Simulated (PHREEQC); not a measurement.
# Silver or lead bath (model solution)

Dissolve 0.0012 mol Pb(NO3)2, 0.0014 mol KNO3 and 5.8e-05 mol Na2SO4 per kg of water at 25 °C. Closed to the air; pH follows from the charge balance.

The numbers come from PHREEQC with the ion-association model, wateq4f.dat.

This is a speciation only: nothing precipitates in the calculation.

Question: What pH does the model give?

Answer: pH 5.38.

Question: In which forms is Pb present?

Answer: Pb+2 95 %, PbNO3+ 3.9 %, PbSO4 1.2 % of the Pb.

Saturation is exceeded, for instance for Larnakite, Anglesite; the values hold only as long as no solid forms.
